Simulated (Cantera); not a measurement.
A jet of 2.39 % CH4, 11.9 % O2, 85.7 % N2, equivalence ratio 0.40 at 300 K and 0.320 bar hits a platinum plate 9.9 cm away at a mass flux of 0.084 kg/m²/s; the plate temperature is set and raised in steps from an oxygen-covered start.

Computed with Cantera and Deutschmann's 1995 Pt surface mechanism with GRI-Mech 3.0 gas chemistry. Catalytic surfaces can have several steady states; this one follows from the mechanism file's or the stated starting coverage.

One state of this run: wall x CH4 = 0.000759; wall x O2 = 0.0709; wall x H2O = 0.0425; wall x OH = 3.16e-6; wall x CO = 5.62e-6; wall x CO2 = 0.0275; θ free Pt = 0.524; θ O* = 0.474; θ OH* = 0.00145. x: mole fraction at the wall; θ: surface coverage.

Which value of plate T (K) does it belong to?
(A) 1000
(B) 1250
(C) 1200
(D) 950

C, 1200
